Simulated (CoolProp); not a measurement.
Isobutane at 298.15 K and 0.095 MPa flows at 1.9 m/s in a round tube of 50 mm bore and 1.5 µm roughness, fully developed (64/Re and Nu = 3.66 if laminar; Colebrook and Gnielinski if turbulent). Each further row changes one setting.

The numbers come from the reference Helmholtz-energy equation of state, Bücker 2006 in CoolProp.

```csv
case,Reynolds number,Darcy friction factor,pressure drop (Pa/m),heat-transfer coefficient (W/(m² K)),mass flow (kg/h)
as stated,28900,[?],[?],[?],30.7
velocity 3.8 m/s,57900,0.0203,6.71,[?],[?]
diameter 100 mm,57900,0.0203,[?],[?],123
```

Q: Fill in the missing entries.

A: 
- as stated, Darcy friction factor: 0.0238
- as stated, pressure drop (Pa/m): 1.96
- as stated, heat-transfer coefficient (W/(m² K)): 23.9
- velocity 3.8 m/s, heat-transfer coefficient (W/(m² K)): 41.3
- velocity 3.8 m/s, mass flow (kg/h): 61.3
- diameter 100 mm, pressure drop (Pa/m): 0.836
- diameter 100 mm, heat-transfer coefficient (W/(m² K)): 20.6

Viscosity comes from a separate model (Vogel 2000). Thermal conductivity comes from a separate model (Perkins 2002).
